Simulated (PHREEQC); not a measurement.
A solution holds 0.0034 mol H2S per kg of water, at 25 °C. Closed to the air; pH follows from the charge balance.

Model: ion-association model, phreeqc.dat, run in PHREEQC.

Precipitation was switched off in this run.

**Question.** What pH, ionic strength does the model give?

**Answer.** pH 4.71; ionic strength 1.98e-5 mol/kgw.
